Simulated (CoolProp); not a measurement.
A Linde-Hampson liquefier for carbon monoxide: isothermal reversible compression at 300 K from 1 atm to 10 MPa, throttling to 1 atm, return gas leaving the recuperator 10 K below the feed. Each further row changes one setting.

Model: reference Helmholtz-energy equation of state, Lemmon 2006, in CoolProp. It is a short technical equation, of lower accuracy than the large ones.

```tsv
case	liquid yield per pass	compression work (kJ/kg of gas)
as stated	?	407
high pressure 20 MPa	?	?
warm-end temperature 330 K	0.016	?
warm-end gap 15 K	0.016	407
```

Complete the blanks.


- as stated, liquid yield per pass: 0.028
- high pressure 20 MPa, liquid yield per pass: 0.063
- high pressure 20 MPa, compression work (kJ/kg of gas): 470
- warm-end temperature 330 K, compression work (kJ/kg of gas): 450
